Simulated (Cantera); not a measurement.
A perfectly stirred reactor is fed with 12.0 % NH3, 88.0 % N2, at 1.00 bar; it is held at 1900 K, and followed from long to short residence time.

Model: the gas-phase N/H chemistry of the illustrative SiF4/NH3 mechanism in the Surface Chemkin manual (1991), integrated in Cantera. Walls and surfaces, which speed up NH3 decomposition in real reactors, are not modelled.

One state of this run: x NH3 = 0.116; x N2H4 = 6.51e-8; x N2H2 = 3.77e-7; x H2 = 0.00580; x N = 5.81e-8; x H = 4.79e-6; x NH = 2.63e-6. x: mole fraction; the columns are a selection and need not sum to one.

Which value of τ (s) does it belong to?
A) 0.032
B) 0.083
C) 0.012
D) 0.0046

D, 0.0046
